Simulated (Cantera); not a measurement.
A jet of 1.55 % CH4, 11.1 % O2, 87.4 % N2, equivalence ratio 0.28 at 300 K and 0.227 atm hits a platinum plate 4.7 cm away at a mass flux of 0.049 kg/m²/s; the plate temperature is set and raised in steps from an oxygen-covered start.

Model: Deutschmann's 1995 Pt surface mechanism with GRI-Mech 3.0 gas chemistry, integrated in Cantera. Catalytic surfaces can have several steady states; this one follows from the mechanism file's or the stated starting coverage.

x: mole fraction at the wall; θ: surface coverage.

```csv
plate T (K),wall x CH4,wall x O2,wall x H2O,wall x OH,wall x CO,wall x CO2,θ free Pt,θ O*,θ OH*
900,0.00836,0.0955,0.0133,1.74e-8,2.86e-6,0.00868,0.162,0.837,0.00135
950,0.00569,0.0898,0.0182,5.34e-8,2.67e-6,0.0119,0.223,0.776,0.00146
1000,0.00388,0.0860,0.0215,1.43e-7,2.45e-6,0.0141,0.287,0.711,0.00143
1050,0.00274,0.0836,0.0236,3.40e-7,2.28e-6,0.0155,0.352,0.646,0.00134
1100,0.00202,0.0822,0.0248,7.34e-7,2.18e-6,0.0163,0.417,0.582,…
1150,0.00142,0.0812,0.0257,1.50e-6,2.84e-6,0.0167,0.479,0.520,…
1200,0.00103,0.0805,0.0264,2.82e-6,3.56e-6,0.0171,0.539,0.460,…
1250,0.000689,0.0797,0.0271,5.01e-6,4.49e-6,0.0175,0.596,0.403,…
```

### Question
Complete the blanks.

### Answer

- 1100, θ OH*: 0.00122
- 1150, θ OH*: 0.00109
- 1200, θ OH*: 0.000969
- 1250, θ OH*: 0.000858
